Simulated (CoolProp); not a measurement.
R115 at 495 K and 7.58 MPa is throttled through a valve to 5.15 MPa with no heat exchange. Each further row changes one setting.

Model: reference Helmholtz-energy equation of state, Lemmon 2016, in CoolProp.

```
case                      temperature change (K)    final phase  final density (kg/m³)
------------------------  ----------------------  -------------  ---------------------
as stated                                   -8.9  supercritical                    ___
outlet pressure 1.55 MPa                     ___            ___                    ___
outlet pressure 6.7 MPa                      ___  supercritical                    ___
```

### Question
Complete the blanks.

### Answer

- as stated, final density (kg/m³): 236
- outlet pressure 1.55 MPa, temperature change (K): -24.4
- outlet pressure 1.55 MPa, final phase: gas
- outlet pressure 1.55 MPa, final density (kg/m³): 65.1
- outlet pressure 6.7 MPa, temperature change (K): -3.0
- outlet pressure 6.7 MPa, final density (kg/m³): 314
